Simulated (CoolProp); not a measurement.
Saturated liquid density (kg/m³) of R114: the reference equation beside estimates from Tc = 147.5 °C, pc = 33.52 bar, ω = 0.252. Rackett uses Z = 0.29056 − 0.08775 ω.

Computed with CoolProp (reference Helmholtz-energy equation of state, Platzer 1990). This equation is an older, rougher fit; its heat capacities, sound speeds and derivatives of the liquid may be far off and weren't checked against measurements.

```json
[
 {"T (°C)": "7.25", "reference": "1508", "Rackett": "1596", "Redlich-Kwong": "1402", "Soave-Redlich-Kwong": "1454", "Peng-Robinson": "1645"},
 {"T (°C)": "19.75", "reference": "1471", "Rackett": "1556", "Redlich-Kwong": "1361", "Soave-Redlich-Kwong": "1415", "Peng-Robinson": "1602"},
 {"T (°C)": "32.35", "reference": "1432", "Rackett": "1514", "Redlich-Kwong": "1317", "Soave-Redlich-Kwong": "1373", "Peng-Robinson": "1556"},
 {"T (°C)": "44.85", "reference": "1391", "Rackett": "1470", "Redlich-Kwong": "1270", "Soave-Redlich-Kwong": "1327", "Peng-Robinson": "1505"},
 {"T (°C)": "57.35", "reference": "1348", "Rackett": "1424", "Redlich-Kwong": "1219", "Soave-Redlich-Kwong": "1277", "Peng-Robinson": "1449"},
 {"T (°C)": "69.85", "reference": "1302", "Rackett": "1374", "Redlich-Kwong": "1164", "Soave-Redlich-Kwong": "1222", "Peng-Robinson": "1387"},
 {"T (°C)": "82.45", "reference": "1251", "Rackett": "1320", "Redlich-Kwong": "1104", "Soave-Redlich-Kwong": "1161", "Peng-Robinson": "1317"},
 {"T (°C)": "94.95", "reference": "1195", "Rackett": "1261", "Redlich-Kwong": "1038", "Soave-Redlich-Kwong": "1092", "Peng-Robinson": "1239"},
 {"T (°C)": "107.45", "reference": "1131", "Rackett": "1195", "Redlich-Kwong": "964.1", "Soave-Redlich-Kwong": "1014", "Peng-Robinson": "1148"},
 {"T (°C)": "119.95", "reference": "1052", "Rackett": "1116", "Redlich-Kwong": "878.0", "Soave-Redlich-Kwong": "921.0", "Peng-Robinson": "1039"}
]
```

Absolute difference from the reference over all 10 rows, mean and median: Rackett 5.7 and 5.7 %, Redlich-Kwong 10.8 and 10.1 %, Soave-Redlich-Kwong 6.6 and 5.7 %, Peng-Robinson 6.1 and 7.0 %.
